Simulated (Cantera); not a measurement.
Cantera run, input and output.

```python
import numpy as np
import cantera as ct

gas = ct.Solution("gri30.yaml")


def delay(T, t_max=10):
    gas.TPX = T, 1000000, {'CO': 1, 'H2': 0.076, 'O2': 0.245, 'N2': 0.919}
    reactor = ct.IdealGasReactor(gas, clone=False)
    net = ct.ReactorNet([reactor])
    net.rtol, net.atol = 1e-8, 1e-16
    while net.time < t_max:
        t_old, T_old = net.time, reactor.T
        net.step()
        if reactor.T > T + 400:  # ignition: a rise of 400 K
            return t_old + (T + 400 - T_old) / (reactor.T - T_old) * (net.time - t_old)
    return np.nan


taus = []
for T in [1000, 1100, 1200, 1300, 1400, 1500, 1600]:
    taus.append(delay(T))
    print(f"T0 = {T:6g} K   tau = {taus[-1]:.4e} s")
```

Result:

```
T0 =   1000 K   tau = 1.8876e-03 s
T0 =   1100 K   tau = 2.0845e-04 s
T0 =   1200 K   tau = 3.2502e-05 s
T0 =   1300 K   tau = 1.0351e-05 s
T0 =   1400 K   tau = 5.4953e-06 s
T0 =   1500 K   tau = 3.6743e-06 s
T0 =   1600 K   tau = 2.7785e-06 s
```

Model: GRI-Mech 3.0 (53 species, 325 reactions), integrated in Cantera. The hydrogen kinetics of GRI-Mech 3.0 are dated; newer H2 mechanisms differ, most at raised pressure.
